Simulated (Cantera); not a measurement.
Feed: 1 mol Si, 4.5 mol NH₃, 8.2 mol N₂, at 1502 °C and 0.100 bar.

Method: chemical equilibrium by Gibbs-energy minimisation in Cantera with the NASA 1993 tables (ideal gas, pure condensed phases). Candidate condensed phases: Si, Si₃N₄; 18 gas species. Kinetics and transport are ignored.

**Question.** What is the equilibrium state?

**Answer.** 
* **x(N₂)**: 0.592
* **x(H₂)**: 0.408
* **x(H)**: 0.000585
* **x(Si)**: 4.68e-6
* **x(SiH₂)**: 2.18e-6
* **x(SiH)**: 1.16e-6
* **n(Si₃N₄(s))**: 0.333 mol
* **gas amount**: 16.54 mol
* **log10 activity of Si(l) (absent)**: -0.67
